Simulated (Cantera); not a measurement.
Cantera run:

```python
import numpy as np
import cantera as ct

gas_names = """
    AL ALCL ALCL2 ALCL3 ALH ALN AL2 AL2CL6 CL CL2 H HCL H2 N NH NH2 NH3 N2 N2H2 N2H4
""".split()
cond_names = """
    AL(cr) AL(L) ALCL3(s) ALCL3(L) ALN(s) NH4CL(a) NH4CL(b)
""".split()


# ... load() reads the species with a 1 bar reference pressure and builds the phases ...
atoms = {
    'Al': {'AL': 1},
    'HCl': {'H': 1, 'CL': 1},
    'N2': {'N': 2},
}
top_T = {'ALN(s)': 2750}  # K; cautious upper limits of use, not melting points


# ... equilibrate(T, P, feed) seeds the gas with the atoms and calls Mixture.equilibrate('TP', solver="vcs", rtol=1e-11, max_steps=5000) ...
results = []
T = 1423  # K
P = 46000  # Pa
for m in [1.5, 1.7, 2, 2.3, 2.6, 3, 3.5, 4.1, 4.7, 5.4, 6.3, 7.2]:
    feed = {'Al': 1, 'HCl': m, 'N2': 41}  # mol
    mix = equilibrate(T, P, feed)
    results.append((T, P, feed, dict(zip(mix.species_names, mix.species_moles))))

top = {s: max(r[3][s] / sum(r[3][g] for g in gas_names) for r in results) for s in gas_names}
cols = sorted((s for s in top if top[s] > 1e-06), key=lambda s: -top[s])[:8]
seen = [c for c in cond_names if any(r[3].get(c, 0) > 1e-12 for r in results)]
print("log10 of partial pressures in bar; condensed amounts in mol")
print(f"{'n(HCl)':>10s}" + "".join(f"{s[:9]:>10s}" for s in cols + seen))
for T, P, feed, n in results:
    ng = sum(n[g] for g in gas_names)
    print(f"{feed['HCl']:10.4g}" + "".join(f"{np.log10(max(n[s] / ng * P / 1e5, 1e-99)):10.3f}" for s in cols)
          + "".join(f"{n.get(c, 0):10.4g}" for c in seen))
```

It prints:

```
log10 of partial pressures in bar; condensed amounts in mol
    n(HCl)        N2       HCL        H2     ALCL3     ALCL2      ALCL        CL         H    ALN(s)
       1.5    -0.351    -2.377    -2.214    -2.395    -4.173    -4.928    -6.535    -6.284    0.6249
       1.7    -0.353    -2.332    -2.159    -2.340    -4.136    -4.909    -6.517    -6.257    0.5727
         2    -0.356    -2.274    -2.088    -2.269    -4.089    -4.885    -6.494    -6.222     0.494
       2.3    -0.358    -2.224    -2.028    -2.209    -4.048    -4.864    -6.474    -6.192    0.4149
       2.6    -0.361    -2.181    -1.976    -2.156    -4.013    -4.845    -6.457    -6.166    0.3355
         3    -0.364    -2.131    -1.915    -2.095    -3.971    -4.824    -6.437    -6.135    0.2291
       3.5    -0.368    -2.077    -1.851    -2.031    -3.927    -4.801    -6.416    -6.103    0.0954
       4.1    -0.374    -1.941    -1.812    -1.991    -4.006    -4.997    -6.299    -6.084         0
       4.7    -0.380    -1.760    -1.817    -1.995    -4.193    -5.367    -6.116    -6.086         0
       5.4    -0.386    -1.618    -1.824    -2.001    -4.344    -5.664    -5.970    -6.090         0
       6.3    -0.395    -1.489    -1.832    -2.009    -4.486    -5.939    -5.837    -6.094         0
       7.2    -0.403    -1.392    -1.840    -2.017    -4.594    -6.147    -5.736    -6.098         0
```

Equilibrium computed with Cantera from the NASA thermochemical tables; the gas is ideal and each condensed phase is pure. The tables' values for AlCl2 are old estimates; treat these amounts as uncertain.
